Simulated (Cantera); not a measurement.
Charge: 1 mol Si, 2.5 mol CO, 1.1 mol H₂, at 101000 Pa.

Equilibrium computed with Cantera from the NASA thermochemical tables; the gas is ideal and each condensed phase is pure. Candidate condensed phases: C, C₆H₆, C₇H₈, C₈H₁₈, H₂O, Si, SiC, SiO₂; 123 gas species. The tables hold silica as quartz up to 1696 K and as liquid above; real silica turns to tridymite and cristobalite and melts near 1996 K. Rates play no part. All values below are at 1227 °C.

Base state: H₂ 0.686, CO 0.313, CH₄ 0.00122, H₂O 0.000373, CO₂ 6.57e-5, H 1.45e-5 (mole fractions); condensed: C(graphite) + SiO₂(β-quartz).

What changes in the equilibrium state with this change: 0.31 mol O₂ added?


```csv
species,before,after
CO,0.313,0.504
H₂,0.686,0.494
CH₄,0.00122,0.000636
CO₂,6.57e-5,0.000171
H,1.45e-5,1.23e-5
H₂O,0.000373,0.000434
"C(graphite), mol",2.00,1.38
"SiO₂(β-quartz), mol",1.000,1.000
```
